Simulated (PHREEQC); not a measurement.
A solution holds 4.5 mmol/kgw ZnSO4 and 63 mmol/kgw NaCl, at 65 °C. Closed to the air; pH follows from the charge balance.

Equilibrium calculation in PHREEQC: ion-association model, wateq4f.dat.

```
quantity                  before   after
------------------------  ------  ------
pH                          5.40    6.52
ionic strength (mol/kgw)  0.0759  0.0751
SI of Halite (NaCl)        -4.29   -4.29
```

**Question.** Name the change that produced these shifts.
A. ZnSO4 replaced by NaHSO4 at the same molality
B. 0.0069 mol/kgw HNO3 added
C. ZnSO4 replaced by K2SO4 at the same molality
D. temperature from 65 to 60 °C

**Answer.** C, ZnSO4 replaced by K2SO4 at the same molality

No solid was allowed to form. At this temperature some constants are extrapolated from 25 °C, and those without enthalpy data are left unchanged.
